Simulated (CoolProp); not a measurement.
Computed with CoolProp (reference Helmholtz-energy equation of state, Zhou 2012).

### Question
For o-xylene, give the phase and the cv (kJ/(kg K)), speed of sound (m/s) at 497.7 K and 2670 kPa; 517.5 K and 32.3 kPa; 496.3 K and 57 kPa.

### Answer
- 497.7 K and 2670 kPa: liquid; cv 2.01, speed of sound 635
- 517.5 K and 32.3 kPa: gas; cv 1.93, speed of sound 204
- 496.3 K and 57 kPa: gas; cv 1.87, speed of sound 199
